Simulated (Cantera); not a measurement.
A perfectly stirred reactor is fed with 25.0 % H₂, 13.9 % O₂, 61.1 % N₂, equivalence ratio 0.90, at 100.0 Torr; it is held at 950 K, and followed from long to short residence time.

Detailed kinetics in Cantera: the H2/O2 subset of GRI-Mech 3.0, which has no nitrogen chemistry. Radical loss at walls, strong at low pressure, is not modelled. The temperature is held fixed by assumption; the heat of reaction is taken as removed at once.

x: mole fraction; the columns are a selection and need not sum to one.

```
τ (s)       x H₂    x O₂  x H₂O       x O    x HO₂      x OH
-------  -------  ------  -----  --------  -------  --------
2.1      0.00191  0.0168  0.283   2.64e-5      ___   5.35e-5
0.83     0.00321  0.0174  0.282   4.96e-5      ___   7.84e-5
0.32     0.00543  0.0186  0.279   9.14e-5      ___  0.000116
0.13     0.00882  0.0203  0.275  0.000158      ___  0.000167
0.049     0.0147  0.0234  0.267  0.000279      ___  0.000246
0.019     0.0238  0.0282  0.255  0.000473      ___  0.000357
0.0074    0.0376  0.0356  0.237  0.000781      ___  0.000512
0.0029    0.0579  0.0467  0.209   0.00125      ___  0.000716
0.0011    0.0882  0.0633  0.168   0.00192  1.76e-5  0.000960
0.00044    0.129  0.0846  0.117   0.00254      ___   0.00111
```

Task: Complete the blanks.

Result: 
- 2.1, x HO₂: 5.37e-6
- 0.83, x HO₂: 5.98e-6
- 0.32, x HO₂: 6.65e-6
- 0.13, x HO₂: 7.42e-6
- 0.049, x HO₂: 8.56e-6
- 0.019, x HO₂: 1.01e-5
- 0.0074, x HO₂: 1.23e-5
- 0.0029, x HO₂: 1.49e-5
- 0.00044, x HO₂: 1.91e-5
